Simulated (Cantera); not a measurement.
Source: NASA polynomial tables (part measured, part estimated), evaluated in Cantera. Values are per mole of reaction as written; species without (g) are pure solids or liquids, kept so even where they would boil at 1 bar.

K2SO4 + N2(g) → 2 NO(g) + SO2(g) + 2 K(g)

```tsv
T (K)	ΔH° (kJ)	ΔS° (J/K)	ΔG° (kJ)	log10 K	condensed phases
300	___	___	___	___	K2SO4(s)
448	1497.2	611.8	1223.1	-142.60	K2SO4(s)
598	1490.7	599.5	1132.2	-98.89	K2SO4(s)
748	1482.1	586.7	1043.2	-72.85	K2SO4(s)
898	___	___	___	___	K2SO4(s)
1048	1454.1	554.8	872.7	-43.49	K2SO4(s)
1198	1443.2	545.1	790.2	-34.45	K2SO4(s)
1348	1396.3	509.6	709.3	-27.48	K2SO4(l)
1498	1386.3	502.6	633.4	-22.09	K2SO4(l)
1648	1376.4	496.3	558.5	-17.70	K2SO4(l)
1798	___	___	___	___	K2SO4(l)
1948	1357.0	485.5	411.3	-11.03	K2SO4(l)
```

### Question
Some entries are withheld; supply them.

### Answer

- 300, ΔH° (kJ): 1501.4
- 300, ΔS° (J/K): 623.1
- 300, ΔG° (kJ): 1314.5
- 300, log10 K: -228.87
- 898, ΔH° (kJ): 1463.5
- 898, ΔS° (J/K): 564.5
- 898, ΔG° (kJ): 956.6
- 898, log10 K: -55.64
- 1798, ΔH° (kJ): 1366.6
- 1798, ΔS° (J/K): 490.6
- 1798, ΔG° (kJ): 484.5
- 1798, log10 K: -14.07
